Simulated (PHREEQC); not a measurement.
**Metal-bearing waste water with acid rinse or clean: an equilibrium model**

Solution A (0.005 mol/kgw CdCl2, 0.0032 mol/kgw ZnCl2 and 7.8e-05 mol/kgw HCl) is mixed with solution B (0.02 mol/kgw HCl, 0.0038 mol/kgw AlCl3 and 0.0031 mol/kgw MgCl2) at 20 °C; shares are by mass of water, 1 kg in all. Oxygen alone is held at its pressure in air (log pO2 = -0.68). No CO2 enters from the air. The run lets Al(OH)3(a), Zn(OH)2(e), Cd(OH)2 precipitate or redissolve, and no other solid.

Computed with PHREEQC (ion-association model, phreeqc.dat).

**Question.** Predict pH at share of solution B = 0.45, 1.

**Answer.** 
```csv
share of solution B,pH
0.45,2.10
1,1.77
```
